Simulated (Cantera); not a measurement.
Feed: 1 mol SiH₂Cl₂, 2.8 mol NH₃, 55 mol H₂, at 1.00 bar.

These are equilibrium values from Cantera (NASA tables, ideal gas, pure condensed phases), not measurements of a reactor. Candidate condensed phases: NH₄Cl, Si, Si₃N₄; 28 gas species. The tables' values for SiCl₃ are old estimates; treat these amounts as uncertain. Gases not in the tables: Si₂H₆ and higher silanes. Equilibrium is a limit: real reactors are often held back by kinetics, nucleation or transport. All values below are at 1552 °C.

Base state: H₂ 0.956, HCl 0.0274, N₂ 0.0134, SiCl₂ 0.00232, H 0.000431, SiH₂ 3.36e-5, SiCl₃ 2.95e-5 (mole fractions); condensed: Si₃N₄(s).

What changes in the equilibrium state with this change: H₂ from 55 to 0.4 mol?


```
species         before     after
-------------  -------  --------
H₂               0.956     0.654
HCl             0.0274     0.183
N₂              0.0134     0.124
SiCl₂          0.00232    0.0344
SiCl₄          5.78e-7  0.000556
SiCl₃          2.95e-5   0.00352
Si₃N₄(s), mol    0.283     0.236
```
The tables' values for SiCl₃, SiCl are old estimates; treat these amounts as uncertain.

What changes in the equilibrium state with this change: pressure from 1.00 bar to 81.0 mbar?


```csv
species,before,after
H₂,0.956,0.946
HCl,0.0274,0.0272
N₂,0.0134,0.0223
H,0.000431,0.00151
SiCl₂,0.00232,0.00233
Si,4.49e-6,5.61e-5
SiCl,9.42e-6,3.34e-5
SiH,4.66e-6,1.65e-5
SiCl₃,2.95e-5,8.39e-6
"Si₃N₄(s), mol",0.283,0
"Si(l), mol",0,0.844
```
The tables' values for SiCl are old estimates; treat these amounts as uncertain.
